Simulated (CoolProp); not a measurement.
Properties of fluorine along the isobar 5540 kPa.

Model: reference Helmholtz-energy equation of state, de Reuck 1990, in CoolProp.

| T (K) | phase | Z | cp (kJ/(kg K)) | cv (kJ/(kg K)) | speed of sound (m/s) | isothermal compressibility (1/MPa) |
|---|---|---|---|---|---|---|
| 76.5 | liquid | 0.2106 | 1.474 | 0.8537 | 927.7 | … |
| 96.8 | liquid | 0.1824 | 1.526 | 0.7923 | 750.8 | 0.002382 |
| 117.1 | liquid | 0.1704 | 1.675 | 0.7399 | 580.7 | 0.005292 |
| 137.5 | liquid | 0.1813 | 2.479 | 0.7270 | 353.1 | 0.02693 |
| 157.8 | supercritical | 0.6623 | 1.800 | 0.6850 | 189.3 | 0.3028 |
| 178.1 | supercritical | … | 1.190 | 0.6303 | 216.4 | 0.2274 |
| 198.4 | supercritical | 0.8713 | … | 0.6109 | 236.0 | 0.2062 |
| 218.7 | supercritical | 0.9123 | 0.9529 | 0.6019 | 252.1 | 0.1962 |
| 239 | supercritical | 0.9388 | 0.9137 | 0.5991 | 266.3 | 0.1907 |
| 259.4 | supercritical | 0.9571 | 0.8926 | 0.6003 | 279.1 | 0.1872 |
| 279.7 | supercritical | 0.9701 | 0.8818 | 0.6042 | 290.8 | 0.1849 |
| 300 | supercritical | 0.9797 | 0.8773 | 0.6098 | 301.8 | 0.1833 |

Q: Some entries are withheld; supply them.

A: 
- 76.5, isothermal compressibility (1/MPa): 0.001277
- 178.1, Z: 0.8023
- 198.4, cp (kJ/(kg K)): 1.027
